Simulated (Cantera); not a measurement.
Charge: 1 mol SiCl4, a varied amount of Cl2, 0.98 mol H2, at 1000 K and 75.0 Torr.

Method: chemical equilibrium by Gibbs-energy minimisation in Cantera with the NASA 1993 tables (ideal gas, pure condensed phases). Candidate condensed phases: Si; 19 gas species. The tables' values for SiCl3 are old estimates; treat these amounts as uncertain. Rates play no part.

x: gas mole fraction; nothing condenses.

| n(Cl2) (mol) | x HCl | x SiCl4 | x Cl2 | x H2 | x SiHCl3 |
|---|---|---|---|---|---|
| 0.5 | 0.405 | 0.402 | 2.52e-11 | 0.192 | 0.00134 |
| 0.65 | 0.495 | 0.379 | 5.81e-11 | 0.125 | 0.000674 |
| 0.8 | 0.576 | 0.359 | 1.52e-10 | 0.0644 | 0.000283 |
| 0.95 | 0.649 | 0.341 | 1.22e-9 | 0.0102 | 3.78e-5 |
| 1.1 | 0.636 | 0.325 | 0.0388 | 3.08e-10 | 1.11e-12 |
| 1.2 | 0.616 | 0.314 | ? | ? | <1e-12 |
| 1.4 | 0.580 | 0.296 | 0.124 | 8.02e-11 | <1e-12 |
| 1.5 | 0.563 | 0.287 | 0.149 | 6.29e-11 | <1e-12 |
| 1.7 | 0.532 | 0.272 | 0.195 | 4.29e-11 | <1e-12 |
| 1.8 | 0.518 | 0.264 | 0.217 | 3.67e-11 | <1e-12 |
| 2 | 0.492 | 0.251 | 0.256 | ? | <1e-12 |
| 2.1 | 0.480 | 0.245 | 0.274 | 2.49e-11 | <1e-12 |

**Question.** Complete the blanks.

**Answer.** 
- 2, x H2: 2.80e-11
- 1.2, x Cl2: 0.0690
- 1.2, x H2: 1.63e-10
